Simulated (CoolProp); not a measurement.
A closed Brayton cycle with carbon dioxide: compressor inlet 331.15 K and 8.1 MPa, high pressure 15 MPa, turbine inlet 860 K, compressor efficiency 0.8, turbine efficiency 0.93, recuperator effectiveness 0.95 (on enthalpy, no pinch check). Each further row changes one setting.

Values from CoolProp's reference Helmholtz-energy equation of state, Span 1996.

```json
[
 {"case": "as stated", "thermal efficiency (%)": "34.4", "net work (kJ/kg)": "55.7", "compressor to turbine work": "0.38", "compressor exit (K)": "385.9", "turbine exit (K)": "781.2"},
 {"case": "turbine inlet 810 K", "thermal efficiency (%)": "32.6", "net work (kJ/kg)": "50.0", "compressor to turbine work": "0.41", "compressor exit (K)": "385.9", "turbine exit (K)": "734.1"},
 {"case": "compressor inlet 341.15 K", "thermal efficiency (%)": "33.6", "net work (kJ/kg)": "52.1", "compressor to turbine work": "0.42", "compressor exit (K)": "398.8", "turbine exit (K)": "781.2"},
 {"case": "high pressure 12.8 MPa", "thermal efficiency (%)": "32.5", "net work (kJ/kg)": "42.9", "compressor to turbine work": "0.37", "compressor exit (K)": "371.4", "turbine exit (K)": "801.1"},
 {"case": "recuperator effectiveness 0.5", "thermal efficiency (%)": "15.1", "net work (kJ/kg)": "55.7", "compressor to turbine work": "0.38", "compressor exit (K)": "385.9", "turbine exit (K)": "781.2"}
]
```
